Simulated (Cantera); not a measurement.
**Silicon etching in halogen gases: Si + HF + H2**

A closed system holds: 1 mol Si, 14 mol HF, 1.3 mol H2, equilibrated at 775 °C and 45.0 Pa.

Method: chemical equilibrium by Gibbs-energy minimisation in Cantera with the NASA 1993 tables (ideal gas, pure condensed phases). Candidate condensed phases: Si; 25 gas species. Kinetics and transport are ignored.

| Item | Result |
|---|---|
| x(HF) | 0.699 |
| x(H2) | 0.231 |
| x(SiF4) | 0.0699 |
| gas amount | 14.30 mol |
| log10 activity of Si(s) (absent) | -15.90 |
